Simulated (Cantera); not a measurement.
Al + HCl + N2 (aluminium and copper etching)

Feed: 1 mol Al, 16 mol HCl, 2.5 mol N2, held at 8.50 Pa.

Cantera equilibrium calculation (NASA polynomials, part measured and part estimated; ideal gas, pure solids and liquids). Candidate condensed phases: Al, AlCl3, AlN, NH4Cl; 20 gas species. The numbers say what is thermodynamically allowed, not how fast it happens.

From 425 K to 875 K nothing is condensed. The main Al-bearing gas is Al2Cl6 at 425 K and AlCl3 at 875 K.

```csv
T (K),log p HCl,log p N2,log p H2,log p AlCl3,log p Al2Cl6
425,-4.20,-4.92,-5.14,-6.60,-5.64
475,-4.20,-4.92,-5.14,-5.86,-5.77
525,-4.21,-4.92,-5.15,-5.45,-6.23
575,-4.21,-4.93,-5.15,-5.34,-7.08
625,-4.21,-4.93,-5.15,-5.33,-7.94
675,-4.21,-4.93,-5.15,-5.33,-8.68
725,-4.21,-4.93,-5.15,-5.33,-9.32
775,-4.21,-4.93,-5.15,-5.33,-9.88
825,-4.21,-4.93,-5.15,-5.33,-10.36
875,-4.21,-4.93,-5.15,-5.33,-10.79
```
log p: log10 of the partial pressure in bar; nothing condenses.
